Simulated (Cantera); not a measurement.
Feed: 1 mol BF3, 25 mol N2, 0.59 mol H2, equilibrated at 925 °C and 0.310 bar.

Cantera equilibrium calculation (NASA polynomials, part measured and part estimated; ideal gas, pure solids and liquids). Candidate condensed phases: B, BN; 31 gas species. N2 is the only nitrogen source here; it is nearly inert below about 1500 K, so the nitride shown seldom forms there in practice. Rates play no part.

Base state: N2 0.940, BF3 0.0366, H2 0.0206, HF 0.00312, BHF2 1.55e-5 (mole fractions); condensed: BN(s).

**Question.** What changes in the equilibrium state with this change: BF3 replaced by B2O3?

**Answer.** 
| species | before | after |
|---|---|---|
| N2 | 0.940 | 0.977 |
| H2 | 0.0206 | 0.0229 |
| H2O | 0 | 0.000137 |
| BF3 | 0.0366 | 0 |
| HF | 0.00312 | 0 |
| HBO2 | 0 | 1.70e-5 |
| BHF2 | 1.55e-5 | 0 |
| BN(s), mol | 0.0275 | 0.00249 |
| B2O3(l), mol | 0 | 0.999 |
Mutual solubility and eutectic melting of coexisting phases are not modelled. Further candidate phases: B2O3, B3O3H3, H2O.

**Question.** What changes in the equilibrium state with this change: temperature from 925 °C to 1452 °C?

**Answer.** 
```json
[
 {"species": "N2", "before": "0.940", "after": "0.939"},
 {"species": "BF3", "before": "0.0366", "after": "0.0346"},
 {"species": "H2", "before": "0.0206", "after": "0.0191"},
 {"species": "HF", "before": "0.00312", "after": "0.00571"},
 {"species": "BF", "before": "<1e-9", "after": "6.51e-5"},
 {"species": "BF2", "before": "6.92e-7", "after": "0.00130"},
 {"species": "H", "before": "4.90e-8", "after": "4.61e-5"},
 {"species": "BHF2", "before": "1.55e-5", "after": "0.000316"},
 {"species": "BN(s), mol", "before": "0.0275", "after": "0.0351"}
]
```
The tables' values for BF2 are old estimates; treat these amounts as uncertain.
